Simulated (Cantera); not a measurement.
Thermodynamics of silicon oxide and oxynitride deposition, feed SiH2Cl2 + NO + N2O

Input: 1 mol SiH2Cl2, 25 mol NO, 0.19 mol N2O, equilibrated at 94.0 Pa.

These are equilibrium values from Cantera (NASA tables, ideal gas, pure condensed phases), not measurements of a reactor. Candidate condensed phases: H2O, NH4Cl, Si, SiO2, Si2N2O, Si3N4; 47 gas species. The tables hold silica as quartz up to 1696 K and as liquid above; real silica turns to tridymite and cristobalite and melts near 1996 K. Rates play no part.

From 1025 K to 1625 K the condensed part is SiO2(β-quartz). At 1725 K the condensed part is SiO2(condensed).

| T (K) | x N2 | x O2 | x HCl | x Cl | x H2O | x Cl2 | x NO | n SiO2(β-quartz) | n SiO2(condensed) |
|---|---|---|---|---|---|---|---|---|---|
| 1025 | 0.484 | 0.439 | 0.0656 | 0.00125 | 0.00531 | 0.00469 | 4.64e-5 | 1.00 | 0 |
| 1125 | 0.483 | 0.439 | 0.0667 | 0.00362 | 0.00474 | 0.00292 | 0.000120 | 1.00 | 0 |
| 1225 | 0.482 | 0.438 | 0.0653 | 0.00768 | 0.00532 | 0.00149 | 0.000266 | 1.00 | 0 |
| 1325 | 0.481 | 0.436 | 0.0618 | 0.0128 | 0.00703 | 0.000645 | 0.000523 | 1.00 | 0 |
| 1425 | 0.480 | 0.434 | 0.0566 | 0.0185 | 0.00951 | 0.000274 | 0.000933 | 1.00 | 0 |
| 1525 | 0.479 | 0.431 | 0.0507 | 0.0247 | 0.0124 | 0.000121 | 0.00154 | 1.00 | 0 |
| 1625 | 0.478 | 0.428 | 0.0444 | 0.0310 | 0.0153 | 5.58e-5 | 0.00239 | 1.000 | 0 |
| 1725 | 0.476 | 0.425 | 0.0382 | 0.0371 | 0.0179 | 2.70e-5 | 0.00352 | 0 | 1.000 |
x: gas mole fraction; n: condensed amount in mol.
